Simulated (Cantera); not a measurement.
**Fluorocarbon and chlorocarbon gases: CF4 + HCl**

A closed system holds: 1 mol CF4, a varied amount of HCl, equilibrated at 902 °C and 0.840 bar.

Equilibrium computed with Cantera from the NASA thermochemical tables; the gas is ideal and each condensed phase is pure. Candidate condensed phases: C, C6H6, C7H8, C8H18; 118 gas species. Gases not in the tables: C2F6 and larger saturated fluorocarbons. Rates play no part.

```csv
n(HCl) (mol),x CF4,x HF,x HCl,x Cl2,x CClF3,x CCl2F2,n C(graphite)
0.016,0.974,0.0135,0.00219,0.00270,0.00780,6.59e-5,0.00142
0.041,0.939,0.0305,0.00870,0.00824,0.0133,0.000198,0.00440
0.067,0.906,0.0454,0.0169,0.0138,0.0167,0.000325,0.00754
0.092,0.878,0.0580,0.0254,0.0188,0.0190,0.000436,0.0105
0.12,0.848,0.0706,0.0352,0.0240,0.0210,0.000546,0.0138
0.14,0.828,0.0788,0.0423,0.0274,0.0220,0.000618,0.0160
0.17,0.800,0.0900,0.0529,0.0323,0.0233,0.000715,0.0194
```
x: gas mole fraction; n: condensed amount in mol.

From 0.016 mol HCl to 0.17 mol HCl the condensed part is C(graphite). The main C-bearing gas is CF4 throughout. The share of C in condensed phases is highest at 0.17 mol HCl (1.9 %) and lowest at 0.016 mol HCl (0.1 %).
